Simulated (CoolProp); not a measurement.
Vapour-liquid equilibrium of R125 (1) + fluoroethane (R161) (2) at 228.2 K; x and y are mole fractions of (1).

Model: multi-fluid Helmholtz-energy mixture model, Lemmon 2005 and Wu 2012; pair parameters Bell 2016, in CoolProp.

Give the bubble pressure and the first vapour's composition at x = 0.35, 0.5, 0.65. Is there an azeotrope?

x = 0.35: 0.08841 MPa, y = 0.490; x = 0.5: 0.09721 MPa, y = 0.643; x = 0.65: 0.1050 MPa, y = 0.762. No azeotrope shows between x = 0.05 and 0.95.

The pair parameters rest on a limited set of measurements; away from them the model extrapolates. The gap from Raoult's law changes sign with composition, which may be real or a fault of the pair parameters; it wasn't checked against measurements.
